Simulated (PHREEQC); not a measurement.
A solution holds 0.0029 mol NaH2PO4 and 0.00012 mol NaOH per kg of water, at 64 °C. Closed to the air; pH follows from the charge balance.

Equilibrium calculation in PHREEQC: ion-association model, phreeqc.dat.

```yaml
pH: 5.68
ionic_strength: 0.00314 mol/kgw
specific_conductance: 487 µS/cm
total_alkalinity: 0.120 meq/kg
```

```tsv
species	molality	activity	log γ
Na+	0.00302	0.00283	-0.028
H2PO4-	0.00278	0.00260	-0.028
HPO4-2	0.000123	9.47e-5	-0.113
H+	2.20e-6	2.07e-6	-0.026
H3PO4	1.20e-6	1.20e-6	0.000
NaHPO4-	5.57e-7	5.22e-7	-0.028
OH-	6.16e-8	5.76e-8	-0.029
```

Precipitation was switched off in this run. Away from 25 °C the constants follow the database's enthalpies or fits; those with neither stay at their 25 °C values.
